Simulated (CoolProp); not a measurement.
A single-stage vapour-compression cycle with R404A: evaporating at 225.15 K (dew point), condensing at 250.15 K (bubble point), superheat 0 K, subcooling 2 K, compressor efficiency 0.6, no pressure losses. Each further row changes one setting.

The numbers come from the reference Helmholtz-energy equation of state, Lemmon 2003 in CoolProp. It is a pseudo-pure fit of the blend.

```json
[
 {"case": "as stated", "cooling COP": "…", "pressure ratio": "3.06", "discharge temperature (K)": "274.6", "refrigerating effect (kJ/kg)": "172", "volumetric capacity (kJ/m³)": "841"},
 {"case": "evaporating temperature 230.15 K", "cooling COP": "6.20", "pressure ratio": "2.41", "discharge temperature (K)": "269.2", "refrigerating effect (kJ/kg)": "175", "volumetric capacity (kJ/m³)": "1070"},
 {"case": "condensing temperature 245.15 K", "cooling COP": "6.07", "pressure ratio": "…", "discharge temperature (K)": "…", "refrigerating effect (kJ/kg)": "179", "volumetric capacity (kJ/m³)": "…"},
 {"case": "subcooling 7 K", "cooling COP": "4.96", "pressure ratio": "3.06", "discharge temperature (K)": "274.6", "refrigerating effect (kJ/kg)": "179", "volumetric capacity (kJ/m³)": "872"},
 {"case": "superheat 10 K", "cooling COP": "…", "pressure ratio": "3.06", "discharge temperature (K)": "285.5", "refrigerating effect (kJ/kg)": "180", "volumetric capacity (kJ/m³)": "…"},
 {"case": "compressor efficiency 0.5", "cooling COP": "3.98", "pressure ratio": "3.06", "discharge temperature (K)": "…", "refrigerating effect (kJ/kg)": "172", "volumetric capacity (kJ/m³)": "841"}
]
```

Question: Complete the blanks.

Answer: 
- as stated, cooling COP: 4.78
- condensing temperature 245.15 K, pressure ratio: 2.52
- condensing temperature 245.15 K, discharge temperature (K): 265.8
- condensing temperature 245.15 K, volumetric capacity (kJ/m³): 873
- superheat 10 K, cooling COP: 4.75
- superheat 10 K, volumetric capacity (kJ/m³): 835
- compressor efficiency 0.5, discharge temperature (K): 282.7
